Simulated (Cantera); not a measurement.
**Premixed flame**

A freely propagating, adiabatic, planar premixed flame of CH4 : C2H6 : C3H8 : O2 : N2 = 1 : 0.48 : 0.63 : 7.76 : 29.2 (molar parts), unburnt at 475 K and 2780 Torr; mixture-averaged transport, grid criteria slope 0.08 and curve 0.16, no radiation.

Cantera simulation using GRI-Mech 3.0 (53 species, 325 reactions); the numbers are that mechanism's predictions, not measurements. GRI-Mech 3.0 was tuned for natural gas; its chemistry of propane as a main component is partial and can be far from experiment. Burning velocities carry a grid error of a few per cent, more on coarse grids.

```csv
z (mm),T (K),u (m/s),x CH4,x C2H6,x C3H8,x HCO,x H2,x NO
-0.368,475,0.582,0.0256,0.0123,0.0161,<1e-8,0.000567,<1e-8
-0.245,478,0.586,0.0255,0.0123,0.0161,<1e-8,0.00167,<1e-8
-0.184,487,0.598,0.0253,0.0122,0.0161,<1e-8,0.00290,<1e-8
-0.123,548,0.676,0.0241,0.0119,0.0158,<1e-8,0.00527,7.44e-8
-0.0613,918,1.15,0.0181,0.00877,0.0120,1.83e-7,0.00904,1.39e-6
-0.0306,1320,1.69,0.0115,0.00407,0.00473,7.83e-6,0.0109,4.11e-6
0,1720,2.22,0.00341,0.000262,0.000136,3.71e-5,0.0105,8.32e-6
0.0306,1901,2.45,0.000257,5.48e-7,5.32e-8,8.45e-6,0.00730,1.38e-5
0.0613,1976,2.53,9.87e-6,<1e-8,<1e-8,4.87e-7,0.00576,1.83e-5
0.123,2066,2.63,1.99e-8,<1e-8,<1e-8,3.61e-8,0.00480,2.45e-5
0.245,2155,2.73,<1e-8,<1e-8,<1e-8,1.09e-8,0.00344,3.35e-5
0.490,2221,2.80,<1e-8,<1e-8,<1e-8,<1e-8,0.00206,4.61e-5
0.981,2258,2.84,<1e-8,<1e-8,<1e-8,<1e-8,0.00125,6.27e-5
```
x: mole fraction of selected species; z is measured from the peak of heat release.

The laminar burning velocity is 58.1 cm/s and the thermal thickness comes out as 0.123 mm. The peak x(HCO) comes out as 3.71e-5 and the peak x(H2) comes out as 0.0113. The grid points comes out as 138.
